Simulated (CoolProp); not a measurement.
Saturated liquid density (kg/m³) of R152A: the reference equation beside estimates from Tc = 386.4 K, pc = 4.517 MPa, ω = 0.275. Rackett uses Z = 0.29056 − 0.08775 ω.

Computed with CoolProp (reference Helmholtz-energy equation of state, Outcalt 1996). It is a modified Benedict-Webb-Rubin equation, recast in Helmholtz form.

```json
[
 {"T (K)": "178.9", "reference": "1148", "Rackett": "1055", "Redlich-Kwong": "924.0"},
 {"T (K)": "199.6", "reference": "1109", "Rackett": "1021", "Redlich-Kwong": "894.5"},
 {"T (K)": "220.3", "reference": "1069", "Rackett": "985.4", "Redlich-Kwong": "862.1"},
 {"T (K)": "241", "reference": "?", "Rackett": "947.9", "Redlich-Kwong": "?"},
 {"T (K)": "261.7", "reference": "?", "Rackett": "908.1", "Redlich-Kwong": "?"},
 {"T (K)": "282.4", "reference": "?", "Rackett": "865.2", "Redlich-Kwong": "742.3"},
 {"T (K)": "303.1", "reference": "886.7", "Rackett": "818.2", "Redlich-Kwong": "692.2"},
 {"T (K)": "323.8", "reference": "828.8", "Rackett": "?", "Redlich-Kwong": "634.5"}
]
```

Q: What belongs in the gaps?

A: 
- 241, reference: 1028
- 241, Redlich-Kwong: 826.3
- 261.7, reference: 984.4
- 261.7, Redlich-Kwong: 786.6
- 282.4, reference: 937.8
- 323.8, Rackett: 765.2

Absolute difference from the reference over all 8 rows, mean and median: Rackett 7.8 and 7.8 %, Redlich-Kwong 20.5 and 19.9 %.
